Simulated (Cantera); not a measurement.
borazine + NH₃ + N₂ (boron, boron nitride and boron oxide)

A closed system holds: 1 mol borazine, 2.1 mol NH₃, 0.4 mol N₂, held at 2300 K and 1.00 bar.

Method: chemical equilibrium by Gibbs-energy minimisation in Cantera with the NASA 1993 tables (ideal gas, pure condensed phases). Candidate condensed phases: B, BN; 15 gas species. The feed counts by its element totals alone. The tables' values for BH₂ are old estimates; treat these amounts as uncertain. Kinetics and transport are ignored.

```
Item                                Result
-------------------------------  ---------
x(H₂)                                0.801
x(N₂)                                0.190
x(H)                               0.00866
x(BH₂)                            0.000290
x(BH₃)                             8.72e-6
x(NH₃)                             4.07e-6
x(B)                               1.76e-6
x(BH)                              1.39e-6
n(BN(s))                          3.00 mol
gas amount                       7.634 mol
log10 activity of B(s) (absent)      -0.76
```
